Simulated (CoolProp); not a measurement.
Vapour pressure (MPa) of fluoroethane (R161): the reference equation beside estimates from Tc = 375.2 K, pc = 5.010 MPa, ω = 0.216. Clausius-Clapeyron is anchored at 274.7 K with a constant enthalpy of vaporisation of 18.11 kJ/mol.

The numbers come from the reference Helmholtz-energy equation of state, Wu 2012 in CoolProp.

```
T (K)  reference  Clausius-Clapeyron  van der Waals
-----  ---------  ------------------  -------------
268.9     0.3787              0.3873          1.131
271.8     0.4177              0.4223          1.193
274.7     0.4595              0.4595          1.257
277.7     0.5061              0.5006          1.326
280.6     0.5545              0.5429          1.395
283.5     0.6062              0.5878          1.466
286.4     0.6614              0.6353          1.539
289.3     0.7204              0.6856          1.615
292.3     0.7854              0.7407          1.696
295.2     0.8522              0.7970          1.776
298.1     0.9232              0.8563          1.859
```

Absolute difference from the reference over all 11 rows, mean and median: Clausius-Clapeyron 3.4 and 3.0 %, van der Waals 145.1 and 141.8 %.
